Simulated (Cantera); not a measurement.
Input: 1 mol borazine, 0.44 mol NH3, 6.4 mol N2, at 1523.15 K and 0.0230 bar.

Method: chemical equilibrium by Gibbs-energy minimisation in Cantera with the NASA 1993 tables (ideal gas, pure condensed phases). Candidate condensed phases: B, BN; 15 gas species. The feed counts by its element totals alone. Kinetics and transport are ignored.

Base state: N2 0.644, H2 0.356, H 9.11e-5 (mole fractions); condensed: BN(s).

Q: What changes in the equilibrium state with this change: temperature from 1523.15 K to 2398.15 K?

A: 
```json
[
 {"species": "N2", "before": "0.644", "after": "0.670"},
 {"species": "H2", "before": "0.356", "after": "0.274"},
 {"species": "H", "before": "9.11e-5", "after": "0.0544"},
 {"species": "B", "before": "<1e-9", "after": "0.00136"},
 {"species": "BH2", "before": "3.66e-9", "after": "0.000810"},
 {"species": "BN", "before": "<1e-9", "after": "7.74e-5"},
 {"species": "BN(s), mol", "before": "3.00", "after": "0"},
 {"species": "B(l), mol", "before": "0", "after": "2.97"}
]
```
The tables' values for BH2 are old estimates; treat these amounts as uncertain.
